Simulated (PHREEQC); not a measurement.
Dissolve 0.19 mol/kgw Al(NO3)3, 0.0094 mol/kgw NaF and 0.29 mol/kgw ZnSO4 at 20 °C. Closed to the air; pH follows from the charge balance.

Computed with PHREEQC (ion-association model, phreeqc.dat).

Question: The ionic strength comes out as 1.16 mol/kgw. What activity coefficients do Al(OH)2+, HSO4-, AlHSO4+2, AlSO4+, AlOH+2 get?

Answer: Al(OH)2+ 0.65, HSO4- 0.82, AlHSO4+2 0.45, AlSO4+ 0.62, AlOH+2 0.18.

Precipitation was switched off in this run. The ionic strength is past about 0.7 mol/kgw, beyond the range of this activity model, so the values are rough. Fluoro complexes past AlF4- and FeF3 are missing from the database.
